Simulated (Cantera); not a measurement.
Input (Python, Cantera):

```python
import numpy as np
import cantera as ct

gas = ct.Solution("h2o2.yaml")
gas.TPX = 1400, 170, {'H2': 0.025, 'O2': 1}
inlet = ct.Reservoir(gas, clone=True)

reactor = ct.IdealGasConstPressureReactor(gas, energy="off", clone=False)
exhaust = ct.Reservoir(gas, clone=True)
tau = [9.8, 3.7, 1.4, 0.52, 0.2, 0.074, 0.028, 0.01, 0.0039][0]
for a, b in ((inlet, reactor), (reactor, exhaust)):
    ct.MassFlowController(a, b, mdot=lambda t: reactor.mass / tau)
net = ct.ReactorNet([reactor])
show = ['H2', 'O2', 'H2O', 'O', 'H2O2', 'HO2']

rows = []
print(f"{'tau/s':>10s}{'T/K':>9s}" + "".join(f"{s:>11s}" for s in show))
for tau in [9.8, 3.7, 1.4, 0.52, 0.2, 0.074, 0.028, 0.01, 0.0039]:
    net.initial_time = 0.0
    net.advance(30 * tau)
    before = gas.X
    net.advance(40 * tau)
    drift = np.max(np.abs(gas.X - before) / (gas.X + 1e-9))
    rows.append([gas.T, *gas[show].X, drift])
    print(f"{tau:10.3e}{gas.T:9.1f}" + "".join(f"{x:11.3e}" for x in gas[show].X))
```

Output:

```
     tau/s      T/K         H2         O2        H2O          O       H2O2        HO2
 9.800e+00   1400.0  1.393e-04  9.623e-01  2.282e-02  1.160e-02  2.911e-09  9.966e-08
 3.700e+00   1400.0  1.877e-04  9.583e-01  2.237e-02  1.532e-02  3.163e-09  1.127e-07
 1.400e+00   1400.0  2.363e-04  9.556e-01  2.203e-02  1.785e-02  3.316e-09  1.205e-07
 5.200e-01   1400.0  3.091e-04  9.542e-01  2.178e-02  1.909e-02  3.450e-09  1.252e-07
 2.000e-01   1400.0  4.624e-04  9.538e-01  2.149e-02  1.938e-02  3.661e-09  1.295e-07
 7.400e-02   1400.0  8.588e-04  9.540e-01  2.088e-02  1.894e-02  4.123e-09  1.366e-07
 2.800e-02   1400.0  1.817e-03  9.550e-01  1.958e-02  1.759e-02  4.975e-09  1.471e-07
 1.000e-02   1400.0  4.268e-03  9.575e-01  1.675e-02  1.469e-02  6.167e-09  1.581e-07
 3.900e-03   1400.0  9.305e-03  9.623e-01  1.185e-02  1.011e-02  6.330e-09  1.574e-07
```

Cantera simulation using the H2/O2 subset of GRI-Mech 3.0, which has no nitrogen chemistry; the numbers are that mechanism's predictions, not measurements. Radical loss at walls, strong at low pressure, is not modelled.
